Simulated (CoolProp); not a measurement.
1000 sccm (0 °C, 1 atm) of nitrogen bubbles through liquid n-octane at 316.4 K and leaves saturated at a total pressure of 0.103 MPa (ideal gas phase). Each further row changes one setting.

Computed with CoolProp (reference Helmholtz-energy equation of state, Beckmüller 2019).

| case | vapour pressure (kPa) | mole fraction of vapour | delivery (mg/min) | delivery (sccm) | change of delivery for a bath 1 K warmer (%) |
|---|---|---|---|---|---|
| as stated | 4.88 | 0.0473 | 253 | 49.7 | 5.2 |
| bath temperature 321.4 K | 6.19 | 0.0601 | 326 | 64.0 | 5.1 |
| total pressure 0.206 MPa | 4.88 | 0.0237 | 124 | 24.2 | 5.1 |
